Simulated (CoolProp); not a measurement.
The fluid at 293.15 K and 2.2 MPa flows at 0.24 m/s in a round tube of 10 mm bore and 1.5 µm roughness, fully developed (64/Re and Nu = 3.66 if laminar; Colebrook and Gnielinski if turbulent). The same conditions are run with several fluids, on thermodynamics alone (safety and materials aside).

Model: reference Helmholtz-energy equation of state of each fluid (CH2F2 (R32): Tillner-Roth 1997; ammonia: Gao 2020; isobutane: Bücker 2006), in CoolProp.

```
fluid        Reynolds number  Darcy friction factor  pressure drop (Pa/m)  heat-transfer coefficient (W/(m² K))  mass flow (kg/h)
-----------  ---------------  ---------------------  --------------------  ------------------------------------  ----------------
CH2F2 (R32)            19600                 0.0263                  74.7                                  1080              66.9
ammonia                10500                 0.0307                  54.1                                  2080              41.5
isobutane               8190                 0.0328                  52.9                                   498              38.0
```

Transport values come from each fluid's own correlations; those of CH2F2 (R32) are estimates that may be off by 10 % or more.
